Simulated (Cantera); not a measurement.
What does this Cantera script print?

```python
import numpy as np
import cantera as ct

gas_names = """
    H HO2 H2 H2O H2O2 Mg MgH MgO MgOH MgO2H2 Mg2 O OH O2 O3
""".split()
cond_names = """
    H2O(s) H2O(L) Mg(cr) Mg(L) MgO(s) MgO(L) MgO2H2(s)
""".split()


# ... load() reads the species with a 1 bar reference pressure and builds the phases ...
atoms = {
    'MgO': {'Mg': 1, 'O': 1},
    'H2': {'H': 2},
}
top_T = {}  # K; cautious upper limits of use, not melting points


# ... equilibrate(T, P, feed) seeds the gas with the atoms and calls Mixture.equilibrate('TP', solver="vcs", rtol=1e-11, max_steps=5000) ...
results = []
feed = {'MgO': 1, 'H2': 4.7}  # mol
P = 240  # Pa
for T in [1400, 1600, 1800, 2000, 2200, 2400, 2600, 2800, 3000]:
    mix = equilibrate(T, P, feed)
    results.append((T, P, feed, dict(zip(mix.species_names, mix.species_moles))))

top = {s: max(r[3][s] / sum(r[3][g] for g in gas_names) for r in results) for s in gas_names}
cols = sorted((s for s in top if top[s] > 0.0001), key=lambda s: -top[s])[:6]
seen = [c for c in cond_names if any(r[3].get(c, 0) > 1e-12 for r in results)]
print("log10 of partial pressures in bar; condensed amounts in mol")
print(f"{'T/K':>10s}" + "".join(f"{s[:9]:>10s}" for s in cols + seen))
for T, P, feed, n in results:
    ng = sum(n[g] for g in gas_names)
    print(f"{T:10.4g}" + "".join(f"{np.log10(max(n[s] / ng * P / 1e5, 1e-99)):10.3f}" for s in cols)
          + "".join(f"{n.get(c, 0):10.4g}" for c in seen))
```

Result:

```
log10 of partial pressures in bar; condensed amounts in mol
       T/K        H2         H        Mg       H2O         O        OH    MgO(s)
      1400    -2.620    -6.623    -6.413    -6.412   -16.161   -12.117    0.9992
      1600    -2.622    -5.576    -5.284    -5.284   -12.679    -9.645    0.9898
      1800    -2.637    -4.765    -4.420    -4.420    -9.966    -7.728    0.9239
      2000    -2.703    -4.141    -3.760    -3.761    -7.772    -6.199    0.6258
      2200    -2.857    -3.678    -3.399    -3.409    -6.062    -5.085         0
      2400    -2.947    -3.272    -3.435    -3.484    -5.043    -4.544         0
      2600    -3.132    -2.982    -3.506    -3.733    -4.257    -4.219         0
      2800    -3.449    -2.812    -3.596    -4.364    -3.843    -4.278         0
      3000    -3.877    -2.740    -3.648    -5.300    -3.718    -4.642         0
```

Cantera equilibrium calculation (NASA polynomials, part measured and part estimated; ideal gas, pure solids and liquids). The tables' values for MgH are old estimates; treat these amounts as uncertain.
